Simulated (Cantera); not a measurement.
Input: 1 mol Fe2O3, 1.1 mol O2, 17 mol N2, at 0.250 bar.

Equilibrium computed with Cantera from the NASA thermochemical tables; the gas is ideal and each condensed phase is pure. Candidate condensed phases: Fe, FeO, Fe2O3, Fe3O4; 11 gas species. Equilibrium is a limit: real reactors are often held back by kinetics, nucleation or transport.

x: gas mole fraction; n: condensed amount in mol.

```
T (K)   x N2    x O2        x NO       x O  n Fe2O3(s)  n Fe3O4(s)
-----  -----  ------  ----------  --------  ----------  ----------
1023   0.939  0.0608  (withheld)  1.54e-10        1.00           0
1123   0.939  0.0607  (withheld)   2.17e-9        1.00           0
1223   0.939  0.0607  (withheld)   1.99e-8        1.00           0
1323   0.939  0.0606  (withheld)   1.31e-7        1.00           0
1423   0.939  0.0605  (withheld)   6.63e-7        1.00           0
1523   0.939  0.0604  (withheld)   2.71e-6        1.00           0
1623   0.930  0.0687  (withheld)   9.97e-6           0       0.667
1723   0.930  0.0683  (withheld)   2.97e-5           0       0.667
1823   0.929  0.0679  (withheld)   7.86e-5           0       0.667
```

Question: Fill in the missing entries.

Answer: 
- 1023, x NO: 2.35e-5
- 1123, x NO: 6.13e-5
- 1223, x NO: 0.000136
- 1323, x NO: 0.000269
- 1423, x NO: 0.000482
- 1523, x NO: 0.000800
- 1623, x NO: 0.00133
- 1723, x NO: 0.00196
- 1823, x NO: 0.00277
